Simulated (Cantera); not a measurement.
Equilibrium for hydrogen reduction and annealing atmospheres: Cr2O3 + H2 + N2 + NH3

Input: 1 mol Cr2O3, 640 mol H2, 20 mol N2, 0.41 mol NH3, at 0.100 bar.

These are equilibrium values from Cantera (NASA tables, ideal gas, pure condensed phases), not measurements of a reactor. Candidate condensed phases: Cr, CrN, Cr2N, Cr2O3, H2O; 29 gas species. Mutual solubility and eutectic melting of coexisting phases are not modelled. Equilibrium is a limit: real reactors are often held back by kinetics, nucleation or transport.

| T (K) | x H2 | x N2 | x H2O | x H | x Cr | x NH3 | x CrO | x OH | n Cr2N(s) | n Cr2O3(s) | n Cr(s) |
|---|---|---|---|---|---|---|---|---|---|---|---|
| 1150 | 0.969 | 0.0306 | 9.33e-5 | 2.32e-7 | 2.10e-10 | 4.07e-6 | <1e-12 | <1e-12 | 0.0206 | 0.979 | 0 |
| 1200 | 0.969 | 0.0306 | 0.000136 | 6.14e-7 | 1.49e-9 | 3.19e-6 | <1e-12 | <1e-12 | 0.0299 | 0.970 | 0 |
| 1250 | 0.969 | 0.0305 | 0.000192 | 1.50e-6 | 8.96e-9 | 2.55e-6 | <1e-12 | 3.07e-12 | 0.0422 | 0.958 | 0 |
| 1300 | 0.969 | 0.0305 | 0.000263 | 3.44e-6 | 4.69e-8 | 2.07e-6 | 2.48e-12 | 1.22e-11 | 0.0579 | 0.942 | 0 |
| 1350 | 0.969 | 0.0306 | 0.000398 | 7.42e-6 | 1.80e-7 | 1.71e-6 | 1.65e-11 | 4.95e-11 | 0 | 0.912 | 0.175 |
| 1400 | 0.969 | 0.0306 | 0.000591 | 1.51e-5 | 6.17e-7 | 1.43e-6 | 9.46e-11 | 1.84e-10 | 0 | 0.870 | 0.260 |
| 1450 | 0.969 | 0.0306 | 0.000853 | 2.94e-5 | 1.94e-6 | 1.21e-6 | 4.81e-10 | 6.22e-10 | 0 | 0.812 | 0.375 |
| 1500 | 0.968 | 0.0306 | 0.00120 | 5.48e-5 | 5.62e-6 | 1.03e-6 | 2.19e-9 | 1.94e-9 | 0 | 0.735 | 0.525 |
| 1550 | 0.968 | 0.0306 | 0.00165 | 9.80e-5 | 1.52e-5 | 8.91e-7 | 8.99e-9 | 5.63e-9 | 0 | 0.636 | 0.718 |
| 1600 | 0.967 | 0.0306 | 0.00223 | 0.000169 | 3.85e-5 | 7.76e-7 | 3.38e-8 | 1.53e-8 | 0 | 0.509 | 0.957 |
| 1650 | 0.966 | 0.0306 | 0.00295 | 0.000282 | 9.21e-5 | 6.82e-7 | 1.17e-7 | 3.90e-8 | 0 | 0.350 | 1.24 |
x: gas mole fraction; n: condensed amount in mol.

From 1150 K to 1300 K the condensed part is Cr2N(s) + Cr2O3(s). From 1350 K to 1650 K the condensed part is Cr(s) + Cr2O3(s).
